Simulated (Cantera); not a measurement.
Cantera run, input and output.

```python
import numpy as np
import cantera as ct

gas = ct.Solution("gri30.yaml")
gas.TPX = 1175, 150000, {'H2': 1, 'O2': 1.19, 'N2': 4.48, 'H2O': 0.022}
reactor = ct.IdealGasReactor(gas, energy="on", clone=False)
net = ct.ReactorNet([reactor])
net.rtol, net.atol = 1e-08, 1e-16
show = ['H2', 'O2', 'N2O', 'NO', 'OH', 'O']
times = np.geomspace(2e-06, 1, 10)

steps = ct.SolutionArray(gas, extra=["t"])
rows = []
print(f"{'t/s':>10s}{'T/K':>9s}{'P/Pa':>11s}" + "".join(f"{s:>11s}" for s in show))
for t in times:
    while net.time < t:
        t_next = net.step()
        steps.append(gas.state, t=t_next)
    rows.append([np.interp(t, steps.t, y) for y in (steps.T, steps.P, *steps(*show).X.T)])
    print(f"{t:10.3e}{rows[-1][0]:9.1f}{rows[-1][1]:11.4g}" + "".join(f"{x:11.3e}" for x in rows[-1][2:]))
rate = np.gradient(steps.T, steps.t)
print("integrator steps:", len(steps.t))
if steps.T.max() > steps.T[0] + 200:
    print(f"time of steepest temperature rise: {steps.t[rate.argmax()]:.4e} s")
gas.TPX = 1175, 150000, {'H2': 1, 'O2': 1.19, 'N2': 4.48, 'H2O': 0.022}
gas.equilibrate("UV")
print(f"equilibrium (UV): T = {gas.T:.1f} K  " + "  ".join(f"{s} {gas[s].X[0]:.3e}" for s in show))
```

It prints:

```
       t/s      T/K       P/Pa         H2         O2        N2O         NO         OH          O
 2.000e-06   1175.0    1.5e+05  1.494e-01  1.778e-01  4.236e-16  1.002e-20  4.339e-10  7.686e-10
 8.595e-06   1175.0    1.5e+05  1.494e-01  1.778e-01  3.293e-14  3.212e-18  1.167e-08  2.238e-08
 3.694e-05   1261.9  1.604e+05  1.229e-01  1.655e-01  5.253e-09  5.511e-08  2.016e-03  2.827e-03
 1.587e-04   2422.8  2.874e+05  1.166e-03  1.083e-01  1.115e-06  1.387e-04  9.299e-03  1.928e-03
 6.822e-04   2422.3  2.873e+05  1.154e-03  1.081e-01  1.110e-06  5.287e-04  9.241e-03  1.904e-03
 2.932e-03   2418.8  2.869e+05  1.139e-03  1.074e-01  1.104e-06  2.100e-03  9.124e-03  1.865e-03
 1.260e-02   2407.9  2.855e+05  1.092e-03  1.051e-01  1.103e-06  6.998e-03  8.766e-03  1.745e-03
 5.415e-02   2395.9   2.84e+05  1.042e-03  1.025e-01  1.124e-06  1.229e-02  8.386e-03  1.622e-03
 2.327e-01   2395.1  2.839e+05  1.039e-03  1.024e-01  1.127e-06  1.266e-02  8.360e-03  1.614e-03
 1.000e+00   2395.1  2.839e+05  1.039e-03  1.024e-01  1.127e-06  1.266e-02  8.360e-03  1.614e-03
integrator steps: 1220
time of steepest temperature rise: 3.9994e-05 s
equilibrium (UV): T = 2395.1 K  H2 1.039e-03  O2 1.024e-01  N2O 1.127e-06  NO 1.266e-02  OH 8.360e-03  O 1.614e-03
```

Computed with Cantera and GRI-Mech 3.0 (53 species, 325 reactions).
